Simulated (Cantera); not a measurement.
A closed system holds: 1 mol Si, 1.4 mol Cl2, 2 mol H2, at 1050 K and 101000 Pa.

Equilibrium computed with Cantera from the NASA thermochemical tables; the gas is ideal and each condensed phase is pure. The tables' values for SiCl3 are old estimates; treat these amounts as uncertain. Rates play no part.

```tsv
species	before	after
H2	0.700	0.708
SiCl4	0.195	0.190
SiHCl3	0.0794	0.100
HCl	0.0178	2.13e-6
SiCl2	0.000850	<1e-9
SiCl3	0.00302	5.09e-9
SiH3Cl	4.46e-5	5.66e-6
SiH2Cl2	0.00369	0.00182
Si(s), mol	0.251	0.232
```
Gas species are given as mole fractions.

### Question
Name the change that produced these shifts.
(A) temperature from 1050 K to 500 K
(B) temperature from 1050 K to 1000 K
(C) temperature from 1050 K to 923.15 K
(D) H2 from 2 to 19 mol

### Answer
A, temperature from 1050 K to 500 K
